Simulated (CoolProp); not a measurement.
Vapour-liquid equilibrium of benzene (1) + n-decane (2) at 0.114 bar; x and y are mole fractions of (1).

Computed with CoolProp (multi-fluid Helmholtz-energy mixture model, Thol 2012 and Lemmon 2006; pair parameters Bell 2016).

```tsv
x	bubble temperature (°C)	y at the bubble point	dew temperature at overall composition x (°C)	liquid density (mol/L)
0.05	85.5	0.563	103.2	4.915
0.2	55.4	0.915	99.1	5.584
0.35	42.4	0.967	94.2	6.263
0.5	35.2	0.983	88.4	7.037
0.65	30.6	0.990	80.9	7.966
0.8	27.0	0.995	70.0	9.123
0.95	23.7	0.999	47.7	10.61
```

No azeotrope shows between x = 0.05 and 0.95.

The pair parameters rest on a limited set of measurements; away from them the model extrapolates.
